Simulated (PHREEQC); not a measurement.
## Ultrapure water in contact with air or piping (model solution)

Model water analysis in mg/kgw, 20 °C, pH 5.77, pe 9: Na 0.0202; K 0.013; Ca 0.053; Mg 0.0237; Cl 0.0513; S(6) as SO4 0.112; Alkalinity as HCO3 0.124; O(0) (dissolved oxygen) 0.000648; Si as SiO2 0.000708; Ni 0.000226; Li 0.000613; N(5) as NO3 0.000251.

Valence states are taken as typed.

The numbers come from PHREEQC with the ion-association model, wateq4f.dat.

Each row changes one thing in this solution. No solid was allowed to form.

```json
[
 {"case": "as made", "ionic strength (mol/kgw)": "1.10e-5", "CO2 (mol/kgw)": "1.52e-5", "HCO3- (mol/kgw)": "3.73e-6", "CaSO4 (mol/kgw)": "2.84e-10", "MgSO4 (mol/kgw)": "2.26e-10", "HSO4- (mol/kgw)": "1.71e-10", "SI of Quartz (SiO2)": "-3.87"},
 {"case": "pH from 5.77 to 5.5 at the same alkalinity", "ionic strength (mol/kgw)": "1.25e-5", "CO2 (mol/kgw)": "3.95e-5", "HCO3- (mol/kgw)": "5.21e-6", "CaSO4 (mol/kgw)": "2.84e-10", "MgSO4 (mol/kgw)": "2.26e-10", "HSO4- (mol/kgw)": "3.18e-10", "SI of Quartz (SiO2)": "-3.87"},
 {"case": "all concentrations times 4 at the same typed pH", "ionic strength (mol/kgw)": "3.90e-5", "CO2 (mol/kgw)": "4.00e-5", "HCO3- (mol/kgw)": "9.83e-6", "CaSO4 (mol/kgw)": "4.42e-9", "MgSO4 (mol/kgw)": "3.52e-9", "HSO4- (mol/kgw)": "6.76e-10", "SI of Quartz (SiO2)": "-3.27"},
 {"case": "Alkalinity from 0.124 to 0.062 mg/kgw", "ionic strength (mol/kgw)": "1.05e-5", "CO2 (mol/kgw)": "1.11e-5", "HCO3- (mol/kgw)": "2.72e-6", "CaSO4 (mol/kgw)": "2.84e-10", "MgSO4 (mol/kgw)": "2.27e-10", "HSO4- (mol/kgw)": "1.71e-10", "SI of Quartz (SiO2)": "-3.87"},
 {"case": "temperature from 20 to 45 °C at the same typed pH", "ionic strength (mol/kgw)": "1.10e-5", "CO2 (mol/kgw)": "1.22e-5", "HCO3- (mol/kgw)": "3.71e-6", "CaSO4 (mol/kgw)": "3.54e-10", "MgSO4 (mol/kgw)": "4.18e-10", "HSO4- (mol/kgw)": "3.04e-10", "SI of Quartz (SiO2)": "-4.22"}
]
```

Species that the database lacks are ignored. At this temperature some constants are extrapolated from 25 °C, and those without enthalpy data are left unchanged.
